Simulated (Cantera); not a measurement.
Input: 1 mol AlCl3, 4.3 mol HCl, 1.5 mol H2, at 2023.15 K and 28.0 Pa.

Method: chemical equilibrium by Gibbs-energy minimisation in Cantera with the NASA 1993 tables (ideal gas, pure condensed phases). Candidate condensed phases: Al, AlCl3; 12 gas species. The tables' values for AlCl2 are old estimates; treat these amounts as uncertain. Equilibrium is a limit: real reactors are often held back by kinetics, nucleation or transport.

Base state: HCl 0.582, Cl 0.143, H2 0.118, AlCl 0.104, H 0.0391, AlCl2 0.0113, AlCl3 0.00230, Al 0.000136 (mole fractions); condensed: gas only.

**Question.** What changes in the equilibrium state with this change: temperature from 2023.15 K to 823 K?

**Answer.** 
```
species    before    after
-------  --------  -------
HCl         0.582    0.632
H2          0.118    0.221
AlCl3     0.00230    0.147
Cl          0.143    <1e-9
AlCl        0.104    <1e-9
H          0.0391    <1e-9
AlCl2      0.0113  1.81e-8
Al       0.000136    <1e-9
Al2Cl6      <1e-9  1.23e-5
```

**Question.** What changes in the equilibrium state with this change: temperature from 2023.15 K to 1075 K?

**Answer.** 
```
species    before    after
-------  --------  -------
HCl         0.582    0.632
H2          0.118    0.221
AlCl3     0.00230    0.147
Cl          0.143  1.07e-6
AlCl        0.104  2.37e-7
H          0.0391  4.12e-7
AlCl2      0.0113  2.16e-5
Al       0.000136    <1e-9
```
